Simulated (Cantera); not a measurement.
Mixture: 32.0 % CO, 5.44 % H2, 11.7 % O2, 42.2 % N2, 8.64 % H2O, equivalence ratio 1.6, at 1950 Torr, adiabatic and at constant volume. Ignition delay is the time to a rise of 400 K.

Model: GRI-Mech 3.0 (53 species, 325 reactions), integrated in Cantera. The hydrogen kinetics of GRI-Mech 3.0 are dated; newer H2 mechanisms differ, most at raised pressure.

Task: Predict: delay at 1023 K; delay at 1098 K; delay at 1173 K; delay at 1248 K; delay at 1323 K; delay at 1398 K; delay at 1473 K; apparent activation energy between 1323 and 1473 K.

Result: delay at 1023 K: 2.04 ms
delay at 1098 K: 0.274 ms
delay at 1173 K: 70.1 µs
delay at 1248 K: 34.2 µs
delay at 1323 K: 21.9 µs
delay at 1398 K: 15.9 µs
delay at 1473 K: 12.5 µs
apparent activation energy between 1323 and 1473 K: 60 kJ/mol
